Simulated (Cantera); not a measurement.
## Equilibrium for metals in furnace atmospheres: Al + CO2 + N2

Input: 1 mol Al, 0.9 mol CO2, 39 mol N2, held at 675 K and 13.0 Pa.

Cantera equilibrium calculation (NASA polynomials, part measured and part estimated; ideal gas, pure solids and liquids). Candidate condensed phases: Al, AlN, Al2O3, C; 32 gas species. Kinetics and transport are ignored.

The x(N2) is 0.992, the x(CO) is 0.00746 and the x(CO2) is 8.77e-5. The n(Al2O3(s)) is 0.500 mol and the n(C(graphite)) is 0.603 mol. The gas amount comes out as 39.30 mol. The log10 activity of Al(s) (absent) comes out as -27.74.
